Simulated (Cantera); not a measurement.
An adiabatic, constant-pressure homogeneous reactor starts with CO : H₂ : O₂ : N₂ = 1 : 0.17 : 0.713 : 2.68 (molar parts), equivalence ratio 0.82, at 1425 K and 8.19 atm.

Detailed kinetics in Cantera: GRI-Mech 3.0 (53 species, 325 reactions). The hydrogen kinetics of GRI-Mech 3.0 are dated; newer H2 mechanisms differ, most at raised pressure.

One state of this run: T (K) = 2839; x CO = 0.0545; x H₂ = 0.00143; x O₂ = 0.0465; x NO₂ = 1.46e-5; x H₂O₂ = 2.90e-7; x CO₂ = 0.189; x N₂O = 2.42e-6. x: mole fraction; the columns are a selection and need not sum to one.

Question: Which value of t (s) does it belong to?
A) 3.00e-6
B) 2.45e-5
C) 0.900
D) 8.58e-6

Answer: C, 0.900
